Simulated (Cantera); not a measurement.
Input (Python, Cantera):

```python
import numpy as np
import cantera as ct

gas = ct.Solution("h2o2.yaml")
gas.TPX = 1423, 270, {'H2': 0.073, 'O2': 1}
reactor = ct.IdealGasConstPressureReactor(gas, energy="off", clone=False)
net = ct.ReactorNet([reactor])
net.rtol, net.atol = 1e-08, 1e-18
show = ['H2', 'O2', 'OH', 'O', 'HO2', 'H']
times = np.geomspace(5e-05, 1, 12)

steps = ct.SolutionArray(gas, extra=["t"])
rows = []
print(f"{'t/s':>10s}{'T/K':>9s}{'P/Pa':>11s}" + "".join(f"{s:>11s}" for s in show))
for t in times:
    while net.time < t:
        t_next = net.step()
        steps.append(gas.state, t=t_next)
    rows.append([np.interp(t, steps.t, y) for y in (steps.T, steps.P, *steps(*show).X.T)])
    print(f"{t:10.3e}{rows[-1][0]:9.1f}{rows[-1][1]:11.4g}" + "".join(f"{x:11.3e}" for x in rows[-1][2:]))
rate = np.gradient(steps.T, steps.t)
print("integrator steps:", len(steps.t))
if steps.T.max() > steps.T[0] + 200:
    print(f"time of steepest temperature rise: {steps.t[rate.argmax()]:.4e} s")
gas.TPX = 1423, 270, {'H2': 0.073, 'O2': 1}
gas.equilibrate("TP")
print(f"equilibrium (TP): T = {gas.T:.1f} K  " + "  ".join(f"{s} {gas[s].X[0]:.3e}" for s in show))
```

It prints:

```
       t/s      T/K       P/Pa         H2         O2         OH          O        HO2          H
 5.000e-05   1423.0        270  6.803e-02  9.320e-01  4.342e-09  4.448e-09  2.053e-08  1.653e-08
 1.230e-04   1423.0        270  6.803e-02  9.320e-01  2.079e-08  2.199e-08  5.050e-08  3.396e-08
 3.027e-04   1423.0        270  6.803e-02  9.320e-01  9.292e-08  1.041e-07  1.242e-07  8.073e-08
 7.447e-04   1423.0        270  6.803e-02  9.320e-01  6.055e-07  7.144e-07  3.049e-07  3.935e-07
 1.832e-03   1423.0        270  6.798e-02  9.319e-01  2.153e-05  2.576e-05  7.412e-07  1.316e-05
 4.508e-03   1423.0        270  1.896e-02  8.937e-01  1.256e-02  2.658e-02  4.978e-07  1.079e-02
 1.109e-02   1423.0        270  1.492e-03  8.754e-01  8.143e-03  4.759e-02  4.725e-07  9.688e-03
 2.729e-02   1423.0        270  1.477e-03  8.760e-01  8.106e-03  4.710e-02  4.715e-07  9.538e-03
 6.714e-02   1423.0        270  1.445e-03  8.774e-01  8.024e-03  4.590e-02  4.693e-07  9.187e-03
 1.652e-01   1423.0        270  1.369e-03  8.805e-01  7.824e-03  4.311e-02  4.635e-07  8.383e-03
 4.064e-01   1423.0        270  1.200e-03  8.873e-01  7.351e-03  3.709e-02  4.482e-07  6.725e-03
 1.000e+00   1423.0        270  8.757e-04  8.994e-01  6.324e-03  2.626e-02  4.067e-07  4.040e-03
integrator steps: 606
equilibrium (TP): T = 1423.0 K  H2 9.033e-07  O2 9.294e-01  OH 2.066e-04  O 2.514e-05  HO2 6.344e-08  H 1.223e-07
```

Computed with Cantera and the H2/O2 subset of GRI-Mech 3.0, which has no nitrogen chemistry. Radical loss at walls, strong at low pressure, is not modelled. The temperature is held fixed by assumption; the heat of reaction is taken as removed at once.
